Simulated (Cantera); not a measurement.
Feed: 1 mol CF₄, 1.3 mol H₂, equilibrated at 100000 Pa.

Method: chemical equilibrium by Gibbs-energy minimisation in Cantera with the NASA 1993 tables (ideal gas, pure condensed phases). Candidate condensed phases: C, C₆H₆, C₇H₈, C₈H₁₈; 95 gas species. The tables' values for C₂F₄ are old estimates; treat these amounts as uncertain. Gases not in the tables: C₂F₆ and larger saturated fluorocarbons. Equilibrium is a limit: real reactors are often held back by kinetics, nucleation or transport. All values below are at 2525 K.

Base state: HF 0.824, CF₂ 0.0820, CF₄ 0.0581, F 0.0293, CF₃ 0.00564, CF 0.00103, H 4.93e-5, CHF₃ 3.73e-5 (mole fractions); condensed: C(graphite).

What changes in the equilibrium state with this change: H₂ from 1.3 to 0.096 mol?


```json
[
 {"species": "CF₄", "before": "0.0581", "after": "0.640"},
 {"species": "HF", "before": "0.824", "after": "0.147"},
 {"species": "CF₂", "before": "0.0820", "after": "0.105"},
 {"species": "F", "before": "0.0293", "after": "0.0858"},
 {"species": "CF₃", "before": "0.00564", "after": "0.0212"},
 {"species": "H", "before": "4.93e-5", "after": "3.01e-6"},
 {"species": "CHF₃", "before": "3.73e-5", "after": "8.56e-6"},
 {"species": "CF", "before": "0.00103", "after": "0.000452"},
 {"species": "C(graphite), mol", "before": "0.537", "after": "0"}
]
```

What changes in the equilibrium state with this change: H₂ from 1.3 to 2.9 mol?


| species | before | after |
|---|---|---|
| HF | 0.824 | 0.811 |
| H₂ | 3.09e-6 | 0.175 |
| H | 4.93e-5 | 0.0117 |
| CF₂ | 0.0820 | 1.41e-6 |
| CF₄ | 0.0581 | <1e-9 |
| F | 0.0293 | 0.000121 |
| CF₃ | 0.00564 | <1e-9 |
| C₂H₂ (acetylene) | 3.71e-8 | 0.00210 |
| C(graphite), mol | 0.537 | 0.979 |
